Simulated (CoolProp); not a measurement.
Model: reference Helmholtz-energy equation of state, Smukala 2000, in CoolProp.

Task: Give the vapour pressure (kPa), liquid density (kg/m³), surface tension (mN/m) of saturated ethylene at 139.5, 158.2, 176.9 K.

Result: 
```
T (K)  p (kPa)  liquid density (kg/m³)  surface tension (mN/m)
-----  -------  ----------------------  ----------------------
139.5     11.3                     609                    21.5
158.2     49.8                     583                    18.2
176.9      155                     557                    15.1
```

Surface tension comes from a separate correlation (Mulero 2012).
